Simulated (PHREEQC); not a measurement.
A solution holds 0.22 mol/kgw Cu(NO3)2 and 0.0024 mol/kgw Al2(SO4)3, at 90 °C. Closed to the air; pH follows from the charge balance.

Computed with PHREEQC (ion-association model, wateq4f.dat).

The pH comes out as 3.17, the ionic strength is 0.674 mol/kgw and the activity of water is 0.989.

| species | molality | activity | log γ |
|---|---|---|---|
| NO3- | 0.440 | 0.241 | -0.261 |
| Cu+2 | 0.216 | 0.0413 | -0.718 |
| CuSO4 | 0.00379 | 0.00443 | 0.067 |
| Al+3 | 0.00328 | 0.000193 | -1.231 |
| SO4-2 | 0.00245 | 0.000363 | -0.829 |
| H+ | 0.000925 | 0.000675 | -0.137 |
| AlSO4+ | 0.000722 | 0.000442 | -0.213 |
| AlOH+2 | 0.000684 | 0.000117 | -0.766 |
| HSO4- | 0.000213 | 0.000131 | -0.213 |
| Cu2(OH)2+2 | 0.000122 | 3.21e-5 | -0.582 |
| Al(OH)2+ | 0.000103 | 6.66e-5 | -0.192 |

Precipitation was switched off in this run. Saturation is exceeded, for instance for Boehmite (slow to form), Gibbsite (slow to form); the values hold only as long as no solid forms. Away from 25 °C the constants follow the database's enthalpies or fits; those with neither stay at their 25 °C values.
